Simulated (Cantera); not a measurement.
Gas-phase reforming

An isothermal, constant-pressure homogeneous reactor starts with 19.6 % CH4, 80.4 % H2O, at 1873 K and 0.640 bar.

Detailed kinetics in Cantera: GRI-Mech 3.0 (53 species, 325 reactions).

```json
[
 {"t (s)": "0.000900", "x CH4": "0.0692", "x H2O": "0.707", "x CH2O": "5.72e-5", "x CH2CO": "0.000145", "x O": "4.97e-8"},
 {"t (s)": "0.00181", "x CH4": "0.0427", "x H2O": "0.676", "x CH2O": "3.23e-5", "x CH2CO": "0.000161", "x O": "4.46e-8"},
 {"t (s)": "0.00365", "x CH4": "0.0258", "x H2O": "0.641", "x CH2O": "1.82e-5", "x CH2CO": "0.000152", "x O": "4.44e-8"},
 {"t (s)": "0.00734", "x CH4": "0.0178", "x H2O": "0.597", "x CH2O": "1.07e-5", "x CH2CO": "0.000117", "x O": "4.40e-8"},
 {"t (s)": "0.0148", "x CH4": "0.0143", "x H2O": "0.545", "x CH2O": "6.46e-6", "x CH2CO": "7.26e-5", "x O": "4.12e-8"},
 {"t (s)": "0.0297", "x CH4": "0.0109", "x H2O": "0.492", "x CH2O": "3.63e-6", "x CH2CO": "3.58e-5", "x O": "3.87e-8"},
 {"t (s)": "0.0598", "x CH4": "0.00684", "x H2O": "0.447", "x CH2O": "1.74e-6", "x CH2CO": "1.25e-5", "x O": "3.70e-8"},
 {"t (s)": "0.120", "x CH4": "0.00278", "x H2O": "0.420", "x CH2O": "5.99e-7", "x CH2CO": "2.19e-6", "x O": "3.55e-8"},
 {"t (s)": "0.242", "x CH4": "0.000378", "x H2O": "0.412", "x CH2O": "8.75e-8", "x CH2CO": "7.49e-8", "x O": "3.44e-8"},
 {"t (s)": "0.488", "x CH4": "3.10e-6", "x H2O": "0.411", "x CH2O": "1.42e-8", "x CH2CO": "1.70e-10", "x O": "3.55e-8"},
 {"t (s)": "0.981", "x CH4": "1.15e-9", "x H2O": "0.411", "x CH2O": "1.36e-8", "x CH2CO": "<1e-12", "x O": "3.55e-8"},
 {"t (s)": "1.98", "x CH4": "1.03e-9", "x H2O": "0.411", "x CH2O": "1.36e-8", "x CH2CO": "<1e-12", "x O": "3.55e-8"},
 {"t (s)": "3.97", "x CH4": "1.03e-9", "x H2O": "0.411", "x CH2O": "1.36e-8", "x CH2CO": "<1e-12", "x O": "3.55e-8"},
 {"t (s)": "8.00", "x CH4": "1.03e-9", "x H2O": "0.411", "x CH2O": "1.36e-8", "x CH2CO": "<1e-12", "x O": "3.55e-8"}
]
```
x: mole fraction; the columns are a selection and need not sum to one.

Equilibrium at this temperature and pressure: CH4 1.24e-9, H2O 0.411, CH2O 1.36e-8, CH2CO <1e-12, O 3.55e-8 (gas phase only).
